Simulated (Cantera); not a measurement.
Cantera run:

```python
import numpy as np
import cantera as ct

gas_names = [...]  # 92 gases of nasa_gas.yaml made of C, H, N
cond_names = """
    C(gr) C6H6(L) C7H8(L) C8H18(L),n-octa
""".split()


# ... load() reads the species with a 1 bar reference pressure and builds the phases ...
atoms = {
    'C2H6': {'C': 2, 'H': 6},
    'NH3': {'N': 1, 'H': 3},
}
top_T = {'C(gr)': 4500}  # K; cautious upper limits of use, not melting points


# ... equilibrate(T, P, feed) seeds the gas with the atoms and calls Mixture.equilibrate('TP', solver="vcs", rtol=1e-11, max_steps=5000) ...
results = []
feed = {'C2H6': 1, 'NH3': 2.5}  # mol
P = 640  # Pa
for T in [1700, 1800, 1900, 2000, 2100, 2200, 2300, 2400, 2500, 2600, 2700, 2800, 2900, 3000]:
    mix = equilibrate(T, P, feed)
    results.append((T, P, feed, dict(zip(mix.species_names, mix.species_moles))))

top = {s: max(r[3][s] / sum(r[3][g] for g in gas_names) for r in results) for s in gas_names}
cols = sorted((s for s in top if top[s] > 1e-06), key=lambda s: -top[s])[:6]
seen = [c for c in cond_names if any(r[3].get(c, 0) > 1e-12 for r in results)]
print("log10 of partial pressures in bar; condensed amounts in mol")
print(f"{'T/K':>10s}" + "".join(f"{s[:9]:>10s}" for s in cols + seen))
for T, P, feed, n in results:
    ng = sum(n[g] for g in gas_names)
    print(f"{T:10.4g}" + "".join(f"{np.log10(max(n[s] / ng * P / 1e5, 1e-99)):10.3f}" for s in cols)
          + "".join(f"{n.get(c, 0):10.4g}" for c in seen))
```

It prints:

```
log10 of partial pressures in bar; condensed amounts in mol
       T/K        H2         H        N2        C3       HCN C2H2,acet     C(gr)
      1700    -2.269    -4.966    -3.002   -14.348    -5.072    -6.403     1.988
      1800    -2.270    -4.581    -3.004   -12.941    -4.849    -6.026     1.979
      1900    -2.273    -4.237    -3.007   -11.685    -4.652    -5.691     1.966
      2000    -2.278    -3.928    -3.012   -10.557    -4.476    -5.393     1.945
      2100    -2.287    -3.650    -3.019    -9.540    -4.322    -5.128     1.916
      2200    -2.302    -3.400    -3.030    -8.617    -4.187    -4.894     1.876
      2300    -2.326    -3.177    -3.045    -7.777    -4.072    -4.690     1.823
      2400    -2.362    -2.979    -3.066    -7.008    -3.977    -4.519     1.755
      2500    -2.415    -2.807    -3.093    -6.304    -3.904    -4.381     1.671
      2600    -2.489    -2.660    -3.128    -5.655    -3.854    -4.279     1.569
      2700    -2.589    -2.540    -3.168    -5.056    -3.828    -4.217     1.429
      2800    -2.721    -2.448    -3.212    -4.501    -3.826    -4.198     1.179
      2900    -2.889    -2.384    -3.262    -3.985    -3.852    -4.226    0.5664
      3000    -3.079    -2.341    -3.298    -3.753    -3.970    -4.450         0
```

Equilibrium computed with Cantera from the NASA thermochemical tables; the gas is ideal and each condensed phase is pure.
